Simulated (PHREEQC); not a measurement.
Dissolve 0.0023 mol/kgw TMAH and 0.00021 mol/kgw Na2CO3 at 35 °C. Closed to the air; pH follows from the charge balance.

All values are PHREEQC results (ion-association model, wateq4f.dat), not measurements.

No solid was allowed to form.

**Question.** Order these C species by the share of C that they hold, largest first: CO3-2, NaCO3-, HCO3-.

**Answer.** CO3-2 (87 %), HCO3- (12 %), NaCO3- (0.87 %)

The pH is 11.03 and the ionic strength 0.00290 mol/kgw. (CH3)4N+ isn't in the database: it is added as a free cation with an ion size of 4 Å.
